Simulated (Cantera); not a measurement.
A closed system holds: 1 mol Fe₃O₄, 280 mol H₂, 0.053 mol H₂O.

Method: chemical equilibrium by Gibbs-energy minimisation in Cantera with the NASA 1993 tables (ideal gas, pure condensed phases). Candidate condensed phases: Fe, FeO, Fe(OH)₂, Fe(OH)₃, Fe₂O₃, Fe₃O₄, H₂O; 12 gas species. Equilibrium is a limit: real reactors are often held back by kinetics, nucleation or transport.

Stable condensed phases, one row left out:

```
T in K \ P in Pa
              10      68     460    3200   22000  150000 1000000
   2025        A       A       A       A       B       B       B
   1825        A       A       B       B       B       B       B
   1725        A       A       B       B       B       B       B
   1625        A       B       B       B       B       B       B
   1525        B       B       B       B       B       B       B
   1425        B       B       B       B       B       B       B
   1325        B       B       B       B       B       B       B
   1225        B       B       B       B       B       B       B
   1125        B       B       B       B       B       B       B
   1025        B       B       B       B       B       B       B
    925        B       B       B       B       B       B       B
    825        B       B       B       B       B       B       B
```

A: gas only; B: Fe.

### Question
Give the row for 1925 K.

### Answer
10: gas only; 68: gas only; 460: gas only; 3200: Fe; 22000: Fe; 150000: Fe; 1000000: Fe.
